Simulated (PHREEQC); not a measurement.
# Brackish or sea water (model solution)

Synthetic water in mg/kgw, 20 °C, pH 7.15, pe 12.5:

| constituent | mg/kgw |
|---|---|
| Na | 1630 |
| K | 203 |
| Ca | 271 |
| Mg | 150 |
| Cl | 2060 |
| S(6) as SO4 | 2110 |
| Alkalinity as HCO3 | 0.0251 |
| Zn | 1.75 |
| N(5) as NO3 | 4.35 |
| O(0) (dissolved oxygen) | 8.32 |

Valence states are taken as typed.

Model: ion-association model, phreeqc.dat, run in PHREEQC.

No solid was allowed to form.

**Question.** Predict the ionic strength.

**Answer.** ionic strength 0.118 mol/kgw.

**Question.** In which forms is Mg present?

**Answer.** Mg+2 69 %, MgSO4 31 % of the Mg.
